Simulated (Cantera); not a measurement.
Charge: 1 mol CF4, 4.2 mol H2, equilibrated at 0.100 bar.

These are equilibrium values from Cantera (NASA tables, ideal gas, pure condensed phases), not measurements of a reactor. Candidate condensed phases: C, C6H6, C7H8, C8H18; 95 gas species. Equilibrium is a limit: real reactors are often held back by kinetics, nucleation or transport. All values below are at 1898 K.

Base state: HF 0.645, H2 0.354, H 0.00147, C2H2 (acetylene) 0.000133 (mole fractions); condensed: C(graphite).

Problem. What changes in the equilibrium state with this change: CF4 replaced by CCl4?

Solution. 
| species | before | after |
|---|---|---|
| HCl | 0 | 0.642 |
| H2 | 0.354 | 0.354 |
| Cl | 0 | 0.00201 |
| HF | 0.645 | 0 |
| C2H2 (acetylene) | 0.000133 | 0.000133 |
| H | 0.00147 | 0.00147 |
| C(graphite), mol | 0.998 | 0.998 |
